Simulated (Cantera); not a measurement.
Feed: 1 mol AlI₃, 0.6 mol N₂O, 130 mol H₂, equilibrated at 2175 K and 1800 Pa.

Method: chemical equilibrium by Gibbs-energy minimisation in Cantera with the NASA 1993 tables (ideal gas, pure condensed phases). Candidate condensed phases: Al, AlI₃, AlN, Al₂O₃, H₂O, I₂; 41 gas species. The tables' values for AlOH are old estimates; treat these amounts as uncertain. Rates play no part.

**Question.** What is the equilibrium state?

**Answer.** 
```json
{
 "x(H₂)": "0.934",
 "x(H)": "0.0352",
 "x(I)": "0.0189",
 "x(N₂)": "0.00440",
 "x(AlI)": "0.00211",
 "x(Al)": "0.00199",
 "x(H₂O)": "0.00117",
 "x(HI)": "0.000975",
 "x(Al₂O)": "0.000741",
 "n(Al₂O₃(s))": "0.106 mol",
 "gas_amount": "136.3 mol",
 "log10 activity of Al(l) (absent)": "-2.86",
 "log10 activity of I₂(l) (absent)": "-10.92"
}
```
